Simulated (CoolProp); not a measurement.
Vapour pressure (bar) of ethanol: the reference equation beside estimates from Tc = 241.6 °C, pc = 62.68 bar, ω = 0.644.

Computed with CoolProp (reference Helmholtz-energy equation of state, Schroeder 2014).

```tsv
T (°C)	reference	Lee-Kesler	van der Waals	Redlich-Kwong	Peng-Robinson
91.65	1.670	1.680	13.38	6.081	?
95.75	1.934	1.945	?	6.668	?
99.75	?	2.235	14.94	7.278	2.286
103.75	2.546	2.559	15.75	7.927	2.612
107.75	2.906	2.919	16.59	8.616	2.975
111.75	3.306	3.318	17.45	9.346	3.377
115.75	3.750	3.759	18.35	10.12	3.821
119.85	4.254	4.258	?	10.96	4.323
123.85	4.795	4.794	20.25	11.82	4.863
```

Task: Some entries are withheld; supply them.

Result: 
- 91.65, Peng-Robinson: 1.725
- 95.75, van der Waals: 14.16
- 95.75, Peng-Robinson: 1.993
- 99.75, reference: 2.223
- 119.85, van der Waals: 19.30

Absolute difference from the reference over all 9 rows, mean and median: Lee-Kesler 0.4 and 0.4 %, van der Waals 487.6 and 470.9 %, Redlich-Kwong 200.1 and 196.5 %, Peng-Robinson 2.4 and 2.4 %.
